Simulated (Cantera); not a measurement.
Feed: 1 mol Si, 1.4 mol H2, held at 1250 °C and 2180 Torr.

These are equilibrium values from Cantera (NASA tables, ideal gas, pure condensed phases), not measurements of a reactor. Candidate condensed phases: Si; 9 gas species. Equilibrium is a limit: real reactors are often held back by kinetics, nucleation or transport.

Question: What is the equilibrium state?

Answer: 
```
Item            Value
----------  ---------
x(H2)           1.000
x(H)          1.36e-5
x(SiH4)       3.06e-6
x(SiH2)       2.01e-6
n(Si(s))    1.000 mol
gas amount  1.400 mol
```
